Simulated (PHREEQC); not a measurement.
Make-up at 25 °C: 10 mmol/kgw NaOH, 1.4 mmol/kgw H3BO3 and 98 mmol/kgw Na2CO3. Closed to the air; pH follows from the charge balance.

Computed with PHREEQC (ion-association model, wateq4f.dat).

| Item | Result |
|---|---|
| pH | 11.82 |
| ionic strength | 0.211 mol/kgw |
| total alkalinity | 206 meq/kg |

| species | molality | activity | log γ |
|---|---|---|---|
| Na+ | 0.160 | 0.118 | -0.130 |
| CO3-2 | 0.0511 | 0.0156 | -0.516 |
| NaCO3- | 0.0462 | 0.0343 | -0.129 |
| OH- | 0.00932 | 0.00654 | -0.153 |
| H2BO3- | 0.00140 | 0.000945 | -0.170 |
| HCO3- | 0.000680 | 0.000505 | -0.129 |

No solid was allowed to form.
